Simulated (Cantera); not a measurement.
Feed: 1 mol Fe, 0.012 mol SO2, 3 mol CO, equilibrated at 24.0 Pa.

Cantera equilibrium calculation (NASA polynomials, part measured and part estimated; ideal gas, pure solids and liquids). Candidate condensed phases: C, Fe, Fe(CO)5, FeO, FeS, FeSO4, FeS2, Fe2O3, Fe2(SO4)3, Fe3O4, S; 25 gas species. Kinetics and transport are ignored.

x: gas mole fraction; n: condensed amount in mol.

| T (K) | x CO | x Fe | x CO2 | x S2 | x S | x SO | x FeO | n Fe(γ) | n Fe(δ) | n Fe(l) |
|---|---|---|---|---|---|---|---|---|---|---|
| 1525 | 0.989 | 0.00105 | 0.00794 | 0.00187 | 0.000151 | 3.08e-5 | ? | 0.997 | 0 | 0 |
| 1575 | 0.987 | 0.00285 | 0.00790 | 0.00180 | 0.000256 | 5.25e-5 | ? | 0.991 | 0 | 0 |
| 1625 | 0.983 | 0.00722 | 0.00782 | 0.00170 | 0.000414 | 8.52e-5 | ? | 0.978 | 0 | 0 |
| 1675 | 0.973 | 0.0173 | 0.00768 | 0.00155 | 0.000639 | 0.000131 | ? | 0 | 0.947 | 0 |
| 1725 | 0.951 | 0.0393 | 0.00743 | 0.00133 | 0.000931 | 0.000190 | ? | 0 | 0.877 | 0 |
| 1775 | 0.905 | 0.0849 | 0.00698 | 0.00105 | 0.00126 | 0.000256 | ? | 0 | 0.721 | 0 |
| 1825 | 0.817 | 0.174 | 0.00616 | 0.000700 | 0.00155 | 0.000308 | ? | 0 | 0 | 0.364 |
| 1875 | 0.743 | 0.249 | 0.00548 | 0.000424 | 0.00177 | 0.000345 | ? | 0 | 0 | 0 |

What belongs in the gaps?


- 1525, x FeO: 1.01e-7
- 1575, x FeO: 3.58e-7
- 1625, x FeO: 1.17e-6
- 1675, x FeO: 3.54e-6
- 1725, x FeO: 9.99e-6
- 1775, x FeO: 2.63e-5
- 1825, x FeO: 6.48e-5
- 1875, x FeO: 0.000109
